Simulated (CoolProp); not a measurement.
Acetone along the isobar 5110 kPa: fugacity coefficient from the reference equation and from simpler models built on Tc = 235.0 °C, pc = 4692 kPa, ω = 0.307; each cubic takes its own stable root.

Computed with CoolProp (reference Helmholtz-energy equation of state, Lemmon 2006). It is a short technical equation, of lower accuracy than the large ones.

```csv
T (°C),phase,reference
47.05,liquid,0.01597
56.05,liquid,0.02170
64.95,liquid,0.02879
73.95,liquid,0.03761
82.95,liquid,0.04829
91.95,liquid,0.06102
100.95,liquid,0.07598
109.95,liquid,0.09332
```

**Question.** How far does each simpler model (van der Waals, Redlich-Kwong, Soave-Redlich-Kwong, Peng-Robinson) lie from the reference over these 8 states: mean and median of the absolute difference, and the worst?

**Answer.** 
- van der Waals: mean 376.2 %, median 341.7 %, worst +664.6 % at 47.05 °C and 5110 kPa
- Redlich-Kwong: mean 89.7 %, median 87.6 %, worst +124.0 % at 47.05 °C and 5110 kPa
- Soave-Redlich-Kwong: mean 6.1 %, median 6.3 %, worst +8.2 % at 109.95 °C and 5110 kPa
- Peng-Robinson: mean 3.8 %, median 3.8 %, worst +4.8 % at 109.95 °C and 5110 kPa
